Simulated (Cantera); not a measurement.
Feed: 1 mol PbS, 1.5 mol H2, 0.63 mol N2, at 8500 Pa.

Cantera equilibrium calculation (NASA polynomials, part measured and part estimated; ideal gas, pure solids and liquids). Candidate condensed phases: Pb, PbS, S; 18 gas species. Kinetics and transport are ignored. All values below are at 1450 K.

Base state: H2 0.440, PbS 0.273, N2 0.200, Pb 0.0448, H2S 0.0368, S2 0.00376, SH 0.000537, H 2.15e-5 (mole fractions); condensed: gas only.

Question: What changes in the equilibrium state with this change: H2 from 1.5 to 190 mol?

Answer: 
```
species    before    after
-------  --------  -------
H2          0.440    0.987
Pb         0.0448  0.00403
H2S        0.0368  0.00398
PbS         0.273  0.00119
N2          0.200  0.00329
S2        0.00376  8.75e-6
SH       0.000537  3.88e-5
```
